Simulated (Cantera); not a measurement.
An isothermal, constant-pressure homogeneous reactor starts with CH4 : H2 = 0.01 : 1 (molar parts), at 1950 K and 0.0600 bar.

Model: GRI-Mech 3.0 (53 species, 325 reactions), integrated in Cantera. GRI-Mech 3.0 stops at C3 and has no aromatics, soot or wall deposition, so with more carbon than oxygen in the feed, carbon stays in small species such as C2H2 where larger ones or solid carbon would form.

x: mole fraction; the columns are a selection and need not sum to one.

```csv
t (s),x CH4,x H2,x C2H2,x C2H4,x CH2
0.000100,0.00989,0.990,2.62e-11,1.16e-9,6.85e-10
0.000345,0.00986,0.990,3.46e-9,3.84e-8,7.87e-9
0.00119,0.00977,0.989,5.48e-7,1.05e-6,8.97e-8
0.00412,0.00941,0.988,4.67e-5,8.54e-6,8.56e-7
0.0142,(withheld),0.987,0.000847,1.29e-5,2.66e-6
0.0492,(withheld),0.989,0.00282,5.18e-6,1.76e-6
0.170,(withheld),0.990,0.00418,2.68e-6,6.83e-7
0.587,(withheld),0.990,0.00468,2.52e-6,2.14e-7
2.03,(withheld),0.990,0.00482,2.56e-6,7.27e-8
7.00,(withheld),0.990,0.00484,2.57e-6,4.79e-8
```

**Question.** Some entries are withheld; supply them.

**Answer.** 
- 0.0142, x CH4: 0.00755
- 0.0492, x CH4: 0.00384
- 0.170, x CH4: 0.00131
- 0.587, x CH4: 0.000389
- 2.03, x CH4: 0.000131
- 7.00, x CH4: 8.59e-5
